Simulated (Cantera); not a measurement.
A closed system holds: 1 mol C₆H₆, 0.34 mol NH₃, 0.65 mol H₂, held at 0.540 bar.

Equilibrium computed with Cantera from the NASA thermochemical tables; the gas is ideal and each condensed phase is pure. Candidate condensed phases: C, C₆H₆, C₇H₈, C₈H₁₈; 92 gas species. The numbers say what is thermodynamically allowed, not how fast it happens.

x: gas mole fraction; n: condensed amount in mol.

```json
[
 {"T (°C)": "900", "x H₂": "0.951", "x N₂": "0.0396", "x H": "1.56e-7", "x CH₄": "0.00950", "x HCN": "1.07e-5", "x C₂H₂ (acetylene)": "5.82e-8", "x HNC": "4.62e-8", "n C(graphite)": "5.96"},
 {"T (°C)": "1000", "x H₂": "0.956", "x N₂": "0.0394", "x H": "9.49e-7", "x CH₄": "0.00464", "x HCN": "3.10e-5", "x C₂H₂ (acetylene)": "3.55e-7", "x HNC": "2.19e-7", "n C(graphite)": "5.98"},
 {"T (°C)": "1100", "x H₂": "0.958", "x N₂": "0.0393", "x H": "4.44e-6", "x CH₄": "0.00250", "x HCN": "7.70e-5", "x C₂H₂ (acetylene)": "1.66e-6", "x HNC": "8.29e-7", "n C(graphite)": "5.99"},
 {"T (°C)": "1200", "x H₂": "0.959", "x N₂": "0.0392", "x H": "1.69e-5", "x CH₄": "0.00146", "x HCN": "0.000169", "x C₂H₂ (acetylene)": "6.24e-6", "x HNC": "2.61e-6", "n C(graphite)": "5.99"},
 {"T (°C)": "1300", "x H₂": "0.960", "x N₂": "0.0391", "x H": "5.42e-5", "x CH₄": "0.000912", "x HCN": "0.000335", "x C₂H₂ (acetylene)": "1.98e-5", "x HNC": "7.08e-6", "n C(graphite)": "5.99"},
 {"T (°C)": "1400", "x H₂": "0.960", "x N₂": "0.0390", "x H": "(withheld)", "x CH₄": "(withheld)", "x HCN": "(withheld)", "x C₂H₂ (acetylene)": "(withheld)", "x HNC": "(withheld)", "n C(graphite)": "5.99"},
 {"T (°C)": "1500", "x H₂": "0.959", "x N₂": "0.0387", "x H": "0.000379", "x CH₄": "0.000419", "x HCN": "0.00104", "x C₂H₂ (acetylene)": "0.000134", "x HNC": "3.69e-5", "n C(graphite)": "5.99"},
 {"T (°C)": "1600", "x H₂": "0.958", "x N₂": "0.0384", "x H": "(withheld)", "x CH₄": "(withheld)", "x HCN": "(withheld)", "x C₂H₂ (acetylene)": "(withheld)", "x HNC": "(withheld)", "n C(graphite)": "5.99"},
 {"T (°C)": "1700", "x H₂": "0.957", "x N₂": "0.0379", "x H": "0.00180", "x CH₄": "0.000226", "x HCN": "0.00252", "x C₂H₂ (acetylene)": "0.000613", "x HNC": "0.000136", "n C(graphite)": "5.98"},
 {"T (°C)": "1800", "x H₂": "0.954", "x N₂": "0.0372", "x H": "0.00350", "x CH₄": "0.000173", "x HCN": "0.00367", "x C₂H₂ (acetylene)": "0.00117", "x HNC": "0.000237", "n C(graphite)": "5.97"},
 {"T (°C)": "1900", "x H₂": "0.949", "x N₂": "0.0364", "x H": "0.00640", "x CH₄": "0.000136", "x HCN": "0.00513", "x C₂H₂ (acetylene)": "0.00210", "x HNC": "0.000389", "n C(graphite)": "5.96"},
 {"T (°C)": "2000", "x H₂": "0.942", "x N₂": "0.0353", "x H": "0.0111", "x CH₄": "0.000108", "x HCN": "0.00691", "x C₂H₂ (acetylene)": "0.00355", "x HNC": "0.000607", "n C(graphite)": "5.94"}
]
```

Problem. Some entries are withheld; supply them.

Solution. 
- 1600, x H: 0.000860
- 1600, x CH₄: 0.000302
- 1600, x HCN: 0.00166
- 1600, x C₂H₂ (acetylene): 0.000299
- 1600, x HNC: 7.36e-5
- 1400, x H: 0.000152
- 1400, x CH₄: 0.000604
- 1400, x HCN: 0.000610
- 1400, x C₂H₂ (acetylene): 5.47e-5
- 1400, x HNC: 1.70e-5
